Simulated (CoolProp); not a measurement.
Computed with CoolProp (reference Helmholtz-energy equation of state, Gao 2022).

Task: Give the vapour pressure (MPa), liquid density (kg/m³), vapour density (kg/m³), enthalpy of vaporisation (kJ/kg) of saturated n-perfluorohexane at -65.95, -62.95, -27.05 °C.

Result: 
```
T (°C)  p (MPa)  liquid density (kg/m³)  vapour density (kg/m³)  enthalpy of vaporisation (kJ/kg)
------  -------  ----------------------  ----------------------  --------------------------------
-65.95  5.05e-5                    1930                 0.00992                               116
-62.95  6.98e-5                    1920                  0.0135                               115
-27.05  0.00159                    1820                   0.264                               106
```
